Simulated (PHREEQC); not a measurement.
A solution holds 0.71 mol MgCl2 and 0.051 mol KCl per kg of water, at 21 °C. Closed to the air; pH follows from the charge balance.

Equilibrium calculation in PHREEQC: Pitzer model, pitzer.dat.

```json
[
 {"quantity": "pH", "before": "6.19", "after": "7.06"},
 {"quantity": "SI of Sylvite (KCl)", "before": "-2.38", "after": "-3.62"}
]
```

Task: What was changed between the two runs?
A) temperature from 21 to 10 °C
B) temperature from 21 to 75 °C
C) MgCl2 left out
D) KCl from 0.051 to 0.102 mol/kgw
E) MgCl2 from 0.71 to 1.06 mol/kgw

Result: C, MgCl2 left out

No solid was allowed to form.
